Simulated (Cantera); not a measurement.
Feed: 1 mol Si2Cl6, 1.5 mol NH3, 2.9 mol N2, held at 1673.15 K and 13.3 mbar.

Cantera equilibrium calculation (NASA polynomials, part measured and part estimated; ideal gas, pure solids and liquids). Candidate condensed phases: NH4Cl, Si, Si3N4; 28 gas species. The feed counts by its element totals alone. The tables' values for SiCl3, SiCl are old estimates; treat these amounts as uncertain. Equilibrium is a limit: real reactors are often held back by kinetics, nucleation or transport.

Base state: N2 0.413, SiCl2 0.212, HCl 0.211, H2 0.149, SiCl3 0.0123, SiCl4 0.00149, Cl 0.000421, H 0.000381 (mole fractions); condensed: gas only.

Task: What changes in the equilibrium state with this change: NH3 from 1.5 to 4 mol?

Result: 
```tsv
species	before	after
H2	0.149	0.348
N2	0.413	0.345
HCl	0.211	0.180
SiCl2	0.212	0.122
SiCl3	0.0123	0.00397
SiCl4	0.00149	0.000270
SiHCl3	0.000189	9.33e-5
Si	6.23e-6	1.14e-5
Si3N4(s), mol	0	0.0894
```

Task: What changes in the equilibrium state with this change: N2 from 2.9 to 7.3 mol?

Result: 
```csv
species,before,after
N2,0.413,0.608
SiCl2,0.212,0.143
HCl,0.211,0.142
SiCl3,0.0123,0.00691
H2,0.149,0.0985
SiHCl3,0.000189,8.64e-5
SiCl4,0.00149,0.000695
SiCl,7.62e-5,6.18e-5
H,0.000381,0.000310
Cl,0.000421,0.000350
```
